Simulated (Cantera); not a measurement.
Input: 1 mol Si, 1.2 mol Cl2, 4.1 mol H2, at 0.190 bar.

Equilibrium computed with Cantera from the NASA thermochemical tables; the gas is ideal and each condensed phase is pure. Candidate condensed phases: Si; 19 gas species. Equilibrium is a limit: real reactors are often held back by kinetics, nucleation or transport. All values below are at 327 °C.

Base state: H2 0.860, SiCl4 0.0973, SiHCl3 0.0418, SiH2Cl2 0.000900, HCl 5.50e-5 (mole fractions); condensed: Si(s).

### Question
What changes in the equilibrium state with this change: pressure from 0.190 bar to 2.00 bar?

### Answer
```tsv
species	before	after
H2	0.860	0.853
SiCl4	0.0973	0.0800
SiHCl3	0.0418	0.0647
SiH3Cl	3.78e-6	2.08e-5
SiH2Cl2	0.000900	0.00262
HCl	5.50e-5	2.90e-5
Si(s), mol	0.349	0.319
```
